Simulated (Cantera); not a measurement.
# Boron, boron nitride and boron oxide: B + H₂O

Input: 1 mol B, 3.9 mol H₂O, equilibrated at 2.33 Torr.

These are equilibrium values from Cantera (NASA tables, ideal gas, pure condensed phases), not measurements of a reactor. Candidate condensed phases: B, B₂O₃, B₃O₃H₃, H₂O; 23 gas species. Gases not in the tables: H₃BO₃. Kinetics and transport are ignored.

From 600 °C to 1100 °C the condensed part is B₂O₃(l). From 1200 °C to 1500 °C nothing is condensed.

| T (°C) | log p H₂O | log p H₂ | log p HBO₂ | log p B₂O₃ | log p H | log p (HBO₂)₃ | log p HBO | n B₂O₃(l) |
|---|---|---|---|---|---|---|---|---|
| 600 | -2.72 | -2.92 | -7.28 | <-14 | -11.79 | -5.33 | -13.67 | 0.491 |
| 700 | -2.72 | -2.92 | -6.19 | -12.05 | -10.43 | -5.57 | -11.86 | 0.495 |
| 800 | -2.72 | -2.92 | -5.33 | -10.06 | -9.32 | -5.79 | -10.41 | 0.494 |
| 900 | -2.72 | -2.93 | -4.61 | -8.43 | -8.39 | -5.97 | -9.21 | 0.483 |
| 1000 | -2.74 | -2.93 | -4.02 | -7.06 | -7.61 | -6.15 | -8.20 | 0.438 |
| 1100 | -2.78 | -2.94 | -3.54 | -5.90 | -6.95 | -6.35 | -7.35 | 0.307 |
| 1200 | -2.87 | -2.98 | -3.17 | -4.93 | -6.39 | -6.64 | -6.61 | 0 |
| 1300 | -2.87 | -2.98 | -3.17 | -4.82 | -5.88 | -7.88 | -6.35 | 0 |
| 1400 | -2.87 | -2.98 | -3.18 | -4.73 | -5.43 | -8.97 | -6.13 | 0 |
| 1500 | -2.87 | -2.98 | -3.18 | -4.65 | -5.04 | -9.93 | -5.94 | 0 |
log p: log10 of the partial pressure in bar; n: condensed amount in mol.
